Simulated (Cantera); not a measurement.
An adiabatic, constant-volume homogeneous reactor starts with CH₄ : C₂H₆ : C₃H₈ : O₂ : N₂ = 1 : 0.036 : 0.66 : 4.52 : 45.2 (molar parts), at 998 K and 53000 Pa. Integrator tolerance rtol = 1e-08.

Detailed kinetics in Cantera: GRI-Mech 3.0 (53 species, 325 reactions). GRI-Mech 3.0 was tuned for natural gas; its chemistry of propane as a main component is partial and can be far from experiment. Below about 1000 K GRI-Mech 3.0 lacks low-temperature oxidation paths.

Question: What does this change do: initial temperature 998 to 1223 K?

Answer: 
| quantity | before | after |
|---|---|---|
| time of steepest temperature rise | 1.77 s | 11.4 ms |
| temperature at 8.00 s | 2138 K | 2315 K |
| equilibrium temperature | 2138 K | 2315 K |
| x(CH₄) at 8.00 s | <1e-12 (gas-phase equilibrium <1e-12) | <1e-12 (gas-phase equilibrium <1e-12) |
| x(C₂H₆) at 8.00 s | <1e-12 (gas-phase equilibrium <1e-12) | <1e-12 (gas-phase equilibrium <1e-12) |
| x(C₃H₈) at 8.00 s | <1e-12 (gas-phase equilibrium <1e-12) | <1e-12 (gas-phase equilibrium <1e-12) |
| x(CO₂) at 8.00 s | 0.0340 (gas-phase equilibrium 0.0340) | 0.0325 (gas-phase equilibrium 0.0325) |
| x(NO) at 8.00 s | 0.000129 (gas-phase equilibrium 0.000129) | 0.000607 (gas-phase equilibrium 0.000607) |
| x(CH₂CO) at 8.00 s | <1e-12 (gas-phase equilibrium <1e-12) | <1e-12 (gas-phase equilibrium <1e-12) |

Question: What does this change do: 0.43 parts H2 added?

Answer: 
```tsv
quantity	before	after
time of steepest temperature rise	1.77 s	0.595 s
temperature at 8.00 s	2138 K	2128 K
equilibrium temperature	2138 K	2128 K
x(CH₄) at 8.00 s	<1e-12 (gas-phase equilibrium <1e-12)	<1e-12 (gas-phase equilibrium <1e-12)
x(C₂H₆) at 8.00 s	<1e-12 (gas-phase equilibrium <1e-12)	<1e-12 (gas-phase equilibrium <1e-12)
x(C₃H₈) at 8.00 s	<1e-12 (gas-phase equilibrium <1e-12)	<1e-12 (gas-phase equilibrium <1e-12)
x(CO₂) at 8.00 s	0.0340 (gas-phase equilibrium 0.0340)	0.0299 (gas-phase equilibrium 0.0299)
x(NO) at 8.00 s	0.000129 (gas-phase equilibrium 0.000129)	8.94e-5 (gas-phase equilibrium 8.94e-5)
x(CH₂CO) at 8.00 s	<1e-12 (gas-phase equilibrium <1e-12)	<1e-12 (gas-phase equilibrium <1e-12)
```
